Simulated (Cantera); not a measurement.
A closed system holds: 1 mol Ti(OiPr)4, 0.13 mol C3H8, a varied amount of H2O, equilibrated at 727 °C and 37000 Pa.

Equilibrium computed with Cantera from the NASA thermochemical tables; the gas is ideal and each condensed phase is pure. Candidate condensed phases: C, C6H6, C7H8, C8H18, H2O, Ti, TiC, TiO, TiO2, Ti2O3, Ti3O5, Ti4O7; 113 gas species. The feed counts by its element totals alone. Gases not in the tables: TiO(OH)2. Equilibrium is a limit: real reactors are often held back by kinetics, nucleation or transport.

log p: log10 of the partial pressure in bar; n: condensed amount in mol.

| n(H2O) (mol) | log p H2 | log p CO | log p H2O | log p CO2 | log p CH4 | n C(graphite) | n TiO2(rutile) |
|---|---|---|---|---|---|---|---|
| 0.42 | -0.51 | -1.34 | -2.25 | -2.92 | -2.04 | 9.87 | 1.00 |
| 0.77 | -0.52 | -1.30 | -2.22 | -2.84 | -2.06 | 9.56 | 1.00 |
| 1.4 | -0.53 | -1.24 | -2.17 | -2.73 | -2.08 | 9.00 | 1.00 |
| 2.6 | -0.55 | -1.16 | -2.11 | -2.57 | -2.12 | ? | 1.00 |
| 4.8 | -0.58 | -1.07 | -2.05 | -2.39 | -2.17 | ? | 1.00 |
| 8.9 | -0.61 | -0.99 | -2.00 | -2.22 | -2.24 | ? | 1.00 |
| 17 | -0.64 | -1.07 | -1.43 | -1.70 | -3.00 | ? | 1.00 |

Question: What belongs in the gaps?

Answer: 
- 2.6, n C(graphite): 7.95
- 4.8, n C(graphite): 6.00
- 8.9, n C(graphite): 2.38
- 17, n C(graphite): 0
